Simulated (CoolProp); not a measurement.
Model: reference Helmholtz-energy equation of state, Lemmon 2006, in CoolProp. It is a short technical equation, of lower accuracy than the large ones.

For carbon monoxide, give the phase and the density (kg/m³), isothermal compressibility (1/MPa) at 149.7 K and 1.5 MPa.


- 149.7 K and 1.5 MPa: gas; density 37.8, isothermal compressibility 0.751
